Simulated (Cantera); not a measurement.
An adiabatic, constant-pressure homogeneous reactor starts with 17.8 % CH3OH, 12.7 % O2, 48.0 % N2, 21.4 % CO2, at 1350 K and 760 Torr.

Cantera simulation using GRI-Mech 3.0 (53 species, 325 reactions); the numbers are that mechanism's predictions, not measurements. GRI-Mech 3.0 was tuned for natural gas; its chemistry of methanol as a main component is partial and can be far from experiment.

Predict: time of steepest temperature rise; temperature at 1.00 s; equilibrium temperature; x(O2) at 1.00 s; x(CO2) at 1.00 s; x(H2O2) at 1.00 s.


```
Item                                                                 Value
---------------------------------  ---------------------------------------
time of steepest temperature rise                                 0.930 ms
temperature at 1.00 s                                               2181 K
equilibrium temperature                                             2181 K
x(O2) at 1.00 s                    1.94e-5 (gas-phase equilibrium 1.94e-5)
x(CO2) at 1.00 s                       0.145 (gas-phase equilibrium 0.145)
x(H2O2) at 1.00 s                  3.36e-9 (gas-phase equilibrium 3.36e-9)
```
